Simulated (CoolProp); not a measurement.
Values from CoolProp's reference Helmholtz-energy equation of state, Thol 2017.

Q: For octamethyltrisiloxane (MDM), give the phase and the Z, isothermal compressibility (1/MPa), expansivity (1/kK) at 215.85 °C and 0.89 MPa.

A: 
- 215.85 °C and 0.89 MPa: liquid; Z 0.0878, isothermal compressibility 0.0186, expansivity 2.84
